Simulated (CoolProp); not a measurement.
Values from CoolProp's reference Helmholtz-energy equation of state, Lemmon 2006. It is a short technical equation, of lower accuracy than the large ones.

Question: Give the vapour pressure (MPa), liquid density (kg/m³), vapour density (kg/m³), liquid cp (kJ/(kg K)) of saturated nitrous oxide at -58.35, -44.85 °C.

Answer: 
```tsv
T (°C)	p (MPa)	liquid density (kg/m³)	vapour density (kg/m³)	liquid cp (kJ/(kg K))
-58.35	0.461	1140	12.3	1.77
-44.85	0.787	1090	20.5	1.82
```
